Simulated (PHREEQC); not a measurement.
1 kg of water holding 0.39 mol/kgw NaCl and 0.074 mol/kgw NaHCO3 is evaporated at 25 °C; the solids stay in contact with the brine. CO2 is held at log p = -3.4 (atm). The run lets Halite, Nahcolite, Natron, Trona precipitate or redissolve, and no other solid.

Model: Pitzer model, pitzer.dat, run in PHREEQC.

| water left (kg) | ionic strength | water activity | Halite (mol) | Trona (mol) |
|---|---|---|---|---|
| 1 | 0.486 | 0.985 | 0 | 0 |
| 0.6759 | 0.723 | 0.978 | 0 | 0 |
| 0.5556 | (withheld) | 0.974 | 0 | 0 |
| 0.4568 | 1.07 | 0.968 | 0 | 0 |
| 0.3087 | 1.60 | 0.953 | 0 | 0 |
| 0.2087 | 2.37 | (withheld) | 0 | 0 |
| 0.1717 | 2.88 | (withheld) | 0 | 0 |
| 0.1412 | 3.51 | (withheld) | 0 | 0 |
| 0.09559 | 5.20 | 0.828 | 0 | 0 |
| 0.06476 | 7.26 | (withheld) | 0.0276 | 0 |
| 0.0533 | 7.45 | 0.743 | 0.0965 | (withheld) |
| 0.04371 | 7.45 | 0.743 | 0.149 | 0.00523 |
| 0.02939 | 7.45 | 0.743 | 0.228 | 0.0116 |
| 0.01969 | 7.45 | 0.743 | 0.282 | 0.0159 |
| 0.01611 | 7.45 | 0.743 | 0.301 | 0.0175 |
| 0.01315 | 7.45 | 0.743 | 0.318 | 0.0188 |
| 0.008728 | 7.45 | 0.743 | 0.342 | 0.0208 |
| 0.005735 | 7.45 | 0.743 | 0.358 | 0.0221 |
| 0.004633 | 7.45 | 0.743 | 0.364 | 0.0226 |

### Question
Complete the blanks.

### Answer

- 0.5556, ionic strength: 0.881
- 0.2087, water activity: 0.929
- 0.1717, water activity: 0.912
- 0.1412, water activity: 0.891
- 0.06476, water activity: 0.744
- 0.0533, Trona (mol): 0.000972
